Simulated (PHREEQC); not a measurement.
Consider water at 25 °C with 0.0076 mol/kgw Li2CO3. Closed to the air; pH follows from the charge balance.

All values are PHREEQC results (ion-association model, phreeqc.dat), not measurements.

```tsv
quantity	before	after
pH	10.95	7.51
ionic strength (mol/kgw)	0.0218	0.00760
```

Question: Name the change that produced these shifts.
(A) diluted 100-fold with water
(B) Li2CO3 replaced by LiF at the same molality
(C) Li2CO3 from 0.0076 to 0.00152 mol/kgw
(D) 0.00031 mol/kgw TMAH added
(E) diluted 10-fold with water

Answer: B, Li2CO3 replaced by LiF at the same molality

No solid was allowed to form.
